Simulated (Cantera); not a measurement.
An isothermal, constant-pressure homogeneous reactor starts with CH4 : N2 = 2.5 : 88 (molar parts), at 1573 K and 10.5 Torr.

Cantera simulation using GRI-Mech 3.0 (53 species, 325 reactions); the numbers are that mechanism's predictions, not measurements. GRI-Mech 3.0 stops at C3 and has no aromatics, soot or wall deposition, so with more carbon than oxygen in the feed, carbon stays in small species such as C2H2 where larger ones or solid carbon would form. Radical loss at walls, strong at low pressure, is not modelled.

x: mole fraction; the columns are a selection and need not sum to one.

```
t (s)        x CH4     x C2H    x C2H2     x CH3      x H
--------  --------  --------  --------  --------  -------
1.00e-5     0.0276    <1e-12    <1e-12   5.42e-9  4.95e-9
3.64e-5     0.0276    <1e-12    <1e-12   2.17e-8  1.60e-8
0.000133    0.0276    <1e-12    <1e-12   9.79e-8  3.98e-8
0.000484    0.0276    <1e-12    <1e-12   4.46e-7  5.58e-8
0.00176     0.0276    <1e-12    <1e-12   1.77e-6  5.65e-8
0.00643     0.0276    <1e-12  1.92e-11   6.60e-6  5.69e-8
0.0234      0.0276    <1e-12   3.60e-9   2.41e-5  6.34e-8
0.0854      0.0275  3.27e-12   6.55e-7   8.68e-5  1.52e-7
0.311       0.0264  4.42e-10  0.000115  0.000276  1.61e-6
1.13        0.0167         ?   0.00450  0.000280  1.39e-5
4.13       0.00604         ?    0.0104  0.000117  3.05e-5
15.1       0.00116         ?    0.0129   3.13e-5  5.15e-5
54.9      0.000185   6.36e-8    0.0133   6.18e-6  6.59e-5
200        3.87e-5   6.66e-8    0.0134   1.35e-6  6.90e-5
```

Question: Some entries are withheld; supply them.

Answer: 
- 1.13, x C2H: 1.21e-8
- 4.13, x C2H: 2.93e-8
- 15.1, x C2H: 4.96e-8
